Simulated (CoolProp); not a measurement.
Model: reference Helmholtz-energy equation of state, Lemmon 2006, in CoolProp. It is a short technical equation, of lower accuracy than the large ones.

Q: For C2F6 (R116), give the phase and the cp (kJ/(kg K)), speed of sound (m/s), viscosity (µPa s) at 178.1 K and 21.8 kPa.

A: 
- 178.1 K and 21.8 kPa: gas; cp 0.561, speed of sound 109, viscosity 8.37

Viscosity comes from a separate model (Huber 2003), an estimate that may be off by 10 % or more.
